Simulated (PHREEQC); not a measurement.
0.1 mol of Fluorite (CaF2) is brought to equilibrium with 1 kg of water, with rising amounts of NaBr, at 4.2 °C. Oxygen alone is held at its pressure in air (log pO2 = -0.68). No CO2 enters from the air. Solids allowed: Fluorite, Portlandite. Others were left out.

All values are PHREEQC results (ion-association model, wateq4f.dat), not measurements.

| NaBr added (mol) | pH | dissolved Ca (mol/kgw) | dissolved F (mol/kgw) |
|---|---|---|---|
| 0 | 7.44 | 0.000155 | 0.000311 |
| 0.00208 | 7.44 | 0.000165 | 0.000330 |
| 0.00417 | 7.44 | 0.000171 | 0.000342 |
| 0.00625 | 7.44 | 0.000175 | 0.000351 |
| 0.00833 | 7.44 | 0.000179 | 0.000358 |
| 0.0104 | 7.44 | 0.000182 | 0.000365 |
| 0.0125 | 7.44 | 0.000185 | 0.000371 |
| 0.0146 | 7.43 | 0.000188 | 0.000377 |
| 0.0167 | 7.43 | 0.000191 | 0.000382 |
| 0.0187 | 7.43 | 0.000193 | 0.000386 |
| 0.0208 | 7.43 | 0.000195 | 0.000391 |
| 0.0229 | 7.43 | 0.000198 | 0.000395 |
| 0.025 | 7.43 | 0.000200 | 0.000399 |

Complexes and solids missing from the database can't appear. At this temperature some constants are extrapolated from 25 °C, and those without enthalpy data are left unchanged.
